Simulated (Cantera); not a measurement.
Feed: 1 mol Pb, 0.013 mol O2, 34 mol N2, 5.6 mol CO, held at 1573 K and 0.00430 bar.

Cantera equilibrium calculation (NASA polynomials, part measured and part estimated; ideal gas, pure solids and liquids). Candidate condensed phases: C, Pb, PbO, PbO2, Pb3O4; 27 gas species. Equilibrium is a limit: real reactors are often held back by kinetics, nucleation or transport.

Base state: N2 0.837, CO 0.137, Pb 0.0246, CO2 0.000640 (mole fractions); condensed: gas only.

What changes in the equilibrium state with this change: 0.068 mol CH4 added?


```
species             before    after
----------------  --------  -------
N2                   0.837    0.834
CO                   0.137    0.138
Pb                  0.0246   0.0245
H2                       0  0.00327
HCN                      0  9.02e-5
H                        0  3.55e-5
CO2               0.000640  2.94e-8
C(graphite), mol         0   0.0382
```
Further candidate phases: C6H6, C7H8, C8H18, H2O.

What changes in the equilibrium state with this change: O2 from 0.013 to 0.18 mol?


```json
[
 {"species": "N2", "before": "0.837", "after": "0.837"},
 {"species": "CO", "before": "0.137", "after": "0.129"},
 {"species": "Pb", "before": "0.0246", "after": "0.0246"},
 {"species": "CO2", "before": "0.000640", "after": "0.00886"}
]
```
